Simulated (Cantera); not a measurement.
A Cantera script and its output.

```python
import numpy as np
import cantera as ct

gas = ct.Solution("gri30.yaml")
gas.TPX = 1975, 101325, {'C2H6': 1, 'H2': 4.1}
reactor = ct.IdealGasConstPressureReactor(gas, energy="off", clone=False)
net = ct.ReactorNet([reactor])
net.rtol, net.atol = 1e-08, 1e-18
show = ['C2H6', 'H2', 'C2H4', 'C2H2', 'CH3', 'C2H', 'H']
times = np.geomspace(4e-06, 30, 12)

steps = ct.SolutionArray(gas, extra=["t"])
rows = []
print(f"{'t/s':>10s}{'T/K':>9s}{'P/Pa':>11s}" + "".join(f"{s:>11s}" for s in show))
for t in times:
    while net.time < t:
        t_next = net.step()
        steps.append(gas.state, t=t_next)
    rows.append([np.interp(t, steps.t, y) for y in (steps.T, steps.P, *steps(*show).X.T)])
    print(f"{t:10.3e}{rows[-1][0]:9.1f}{rows[-1][1]:11.4g}" + "".join(f"{x:11.3e}" for x in rows[-1][2:]))
rate = np.gradient(steps.T, steps.t)
print("integrator steps:", len(steps.t))
if steps.T.max() > steps.T[0] + 200:
    print(f"time of steepest temperature rise: {steps.t[rate.argmax()]:.4e} s")
gas.TPX = 1975, 101325, {'C2H6': 1, 'H2': 4.1}
gas.equilibrate("TP")
print(f"equilibrium (TP): T = {gas.T:.1f} K  " + "  ".join(f"{s} {gas[s].X[0]:.3e}" for s in show))
```

Result:

```
       t/s      T/K       P/Pa       C2H6         H2       C2H4       C2H2        CH3        C2H          H
 4.000e-06   1975.0  1.013e+05  6.462e-03  7.261e-01  4.695e-02  2.358e-02  2.245e-02  2.427e-06  4.364e-03
 1.687e-05   1975.0  1.013e+05  5.102e-04  7.412e-01  2.479e-02  5.482e-02  6.093e-03  1.723e-06  1.359e-03
 7.113e-05   1975.0  1.013e+05  2.201e-04  7.549e-01  6.542e-03  7.713e-02  4.009e-03  1.749e-06  9.989e-04
 3.000e-04   1975.0  1.013e+05  1.324e-04  7.803e-01  2.318e-03  9.485e-02  3.148e-03  2.221e-06  1.066e-03
 1.265e-03   1975.0  1.013e+05  3.403e-05  8.196e-01  1.185e-03  1.180e-01  1.617e-03  2.854e-06  1.156e-03
 5.334e-03   1975.0  1.013e+05  3.761e-06  8.456e-01  9.223e-04  1.330e-01  5.352e-04  3.327e-06  1.234e-03
 2.250e-02   1975.0  1.013e+05  5.880e-07  8.536e-01  9.200e-04  1.376e-01  1.870e-04  3.488e-06  1.263e-03
 9.486e-02   1975.0  1.013e+05  4.487e-07  8.544e-01  9.217e-04  1.380e-01  1.542e-04  3.504e-06  1.266e-03
 4.000e-01   1975.0  1.013e+05  4.486e-07  8.544e-01  9.217e-04  1.380e-01  1.542e-04  3.504e-06  1.266e-03
 1.687e+00   1975.0  1.013e+05  4.486e-07  8.544e-01  9.217e-04  1.380e-01  1.542e-04  3.504e-06  1.266e-03
 7.114e+00   1975.0  1.013e+05  4.486e-07  8.544e-01  9.217e-04  1.380e-01  1.542e-04  3.504e-06  1.266e-03
 3.000e+01   1975.0  1.013e+05  4.486e-07  8.544e-01  9.217e-04  1.380e-01  1.542e-04  3.504e-06  1.266e-03
integrator steps: 1292
equilibrium (TP): T = 1975.0 K  C2H6 4.486e-07  H2 8.544e-01  C2H4 9.217e-04  C2H2 1.380e-01  CH3 1.542e-04  C2H 3.504e-06  H 1.266e-03
```

Detailed kinetics in Cantera: GRI-Mech 3.0 (53 species, 325 reactions). GRI-Mech 3.0 stops at C3 and has no aromatics, soot or wall deposition, so with more carbon than oxygen in the feed, carbon stays in small species such as C2H2 where larger ones or solid carbon would form.
